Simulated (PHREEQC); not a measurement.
0.31 g of hydrous ferric oxide (600 m²/g; 0.2 weak and 0.005 strong sites per Fe, Dzombak-Morel constants, diffuse double layer) in 1 kg of water with 0.005 mol/kgw of an inert sodium salt, at 25 °C; the pH is set by adding NaOH or the inert anion's acid. Oxygen is held at 0.21 atm. The system is closed to CO2. No solid was allowed to form.

Base run: PHREEQC, ion-association model, wateq4f.dat. Each further column changes one thing. The table gives surface charge σ (C/m²).

| pH | base | background salt from 0.005 to 0.0005 mol/kgw | oxide from 0.31 to 1.6 g/kgw | 0.00091 mol/kgw BaCl2 added |
|---|---|---|---|---|
| 3 | 0.304 | ___ | 0.311 | 0.318 |
| 3.5 | 0.244 | 0.159 | 0.252 | 0.264 |
| 4 | 0.184 | ___ | 0.190 | 0.204 |
| 5 | 0.091 | ___ | 0.093 | 0.105 |
| 5.5 | 0.060 | 0.024 | 0.061 | 0.070 |
| 6 | 0.038 | ___ | 0.038 | 0.045 |
| 6.5 | 0.023 | ___ | 0.023 | 0.028 |
| 7 | 0.013 | 0.004 | 0.013 | 0.016 |
| 8 | 0.001 | 0.000 | 0.001 | 0.002 |
| 8.5 | -0.004 | -0.001 | -0.004 | -0.003 |
| 9 | -0.009 | -0.003 | -0.009 | -0.007 |

Q: Fill in the missing entries.

A: 
- 3, background salt from 0.005 to 0.0005 mol/kgw: 0.245
- 4, background salt from 0.005 to 0.0005 mol/kgw: 0.101
- 5, background salt from 0.005 to 0.0005 mol/kgw: 0.039
- 6, background salt from 0.005 to 0.0005 mol/kgw: 0.014
- 6.5, background salt from 0.005 to 0.0005 mol/kgw: 0.008

The oxide is taken as insoluble; below pH 4 it would dissolve.
